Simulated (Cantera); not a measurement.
A Cantera script and its output.

```python
import numpy as np
import cantera as ct

gas = ct.Solution("h2o2.yaml")
gas.TPX = 1450, 280, {'H2': 0.066, 'O2': 1, 'H2O': 0.0034}
reactor = ct.IdealGasConstPressureReactor(gas, energy="off", clone=False)
net = ct.ReactorNet([reactor])
net.rtol, net.atol = 1e-08, 1e-18
show = ['H2', 'O2', 'H2O2', 'OH', 'H2O']
times = np.geomspace(1e-06, 9, 14)

steps = ct.SolutionArray(gas, extra=["t"])
rows = []
print(f"{'t/s':>10s}{'T/K':>9s}{'P/Pa':>11s}" + "".join(f"{s:>11s}" for s in show))
for t in times:
    while net.time < t:
        t_next = net.step()
        steps.append(gas.state, t=t_next)
    rows.append([np.interp(t, steps.t, y) for y in (steps.T, steps.P, *steps(*show).X.T)])
    print(f"{t:10.3e}{rows[-1][0]:9.1f}{rows[-1][1]:11.4g}" + "".join(f"{x:11.3e}" for x in rows[-1][2:]))
rate = np.gradient(steps.T, steps.t)
print("integrator steps:", len(steps.t))
if steps.T.max() > steps.T[0] + 200:
    print(f"time of steepest temperature rise: {steps.t[rate.argmax()]:.4e} s")
gas.TPX = 1450, 280, {'H2': 0.066, 'O2': 1, 'H2O': 0.0034}
gas.equilibrate("TP")
print(f"equilibrium (TP): T = {gas.T:.1f} K  " + "  ".join(f"{s} {gas[s].X[0]:.3e}" for s in show))
```

Output:

```
       t/s      T/K       P/Pa         H2         O2       H2O2         OH        H2O
 1.000e-06   1450.0        280  6.172e-02  9.351e-01  1.897e-15  3.959e-12  3.179e-03
 3.427e-06   1450.0        280  6.172e-02  9.351e-01  2.182e-14  3.984e-11  3.179e-03
 1.175e-05   1450.0        280  6.172e-02  9.351e-01  2.564e-13  4.323e-10  3.179e-03
 4.026e-05   1450.0        280  6.172e-02  9.351e-01  3.001e-12  4.410e-09  3.179e-03
 1.380e-04   1450.0        280  6.172e-02  9.351e-01  3.480e-11  3.715e-08  3.179e-03
 4.728e-04   1450.0        280  6.172e-02  9.351e-01  3.930e-10  3.151e-07  3.180e-03
 1.621e-03   1450.0        280  6.167e-02  9.351e-01  4.031e-09  1.789e-05  3.209e-03
 5.554e-03   1450.0        280  2.641e-03  8.852e-01  1.559e-08  9.743e-03  5.285e-02
 1.903e-02   1450.0        280  1.304e-03  8.832e-01  1.206e-08  8.116e-03  5.559e-02
 6.523e-02   1450.0        280  1.273e-03  8.845e-01  1.202e-08  8.026e-03  5.588e-02
 2.236e-01   1450.0        280  1.173e-03  8.888e-01  1.184e-08  7.722e-03  5.680e-02
 7.662e-01   1450.0        280  8.921e-04  9.001e-01  1.109e-08  6.778e-03  5.924e-02
 2.626e+00   1450.0        280  3.984e-04  9.184e-01  8.434e-09  4.575e-03  6.311e-02
 9.000e+00   1450.0        280  7.785e-05  9.298e-01  4.008e-09  2.035e-03  6.570e-02
integrator steps: 939
equilibrium (TP): T = 1450.0 K  H2 1.247e-06  O2 9.329e-01  H2O2 5.261e-10  OH 2.581e-04  H2O 6.683e-02
```

Model: the H2/O2 subset of GRI-Mech 3.0, which has no nitrogen chemistry, integrated in Cantera. Radical loss at walls, strong at low pressure, is not modelled. The temperature is held fixed by assumption; the heat of reaction is taken as removed at once.
